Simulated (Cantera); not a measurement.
A closed system holds: 1 mol Si₂H₆, 0.037 mol Cl₂, a varied amount of N₂, equilibrated at 1327 °C and 25.0 mbar.

These are equilibrium values from Cantera (NASA tables, ideal gas, pure condensed phases), not measurements of a reactor. Candidate condensed phases: NH₄Cl, Si, Si₃N₄; 28 gas species. The feed counts by its element totals alone. Rates play no part.

**Question.** At 90 mol N₂, list the 4 most abundant gas species with their mole fractions, and the condensed phases.

**Answer.** N₂ 0.967, H₂ 0.0323, HCl 0.000798, H 6.18e-5. Condensed: Si₃N₄(s).
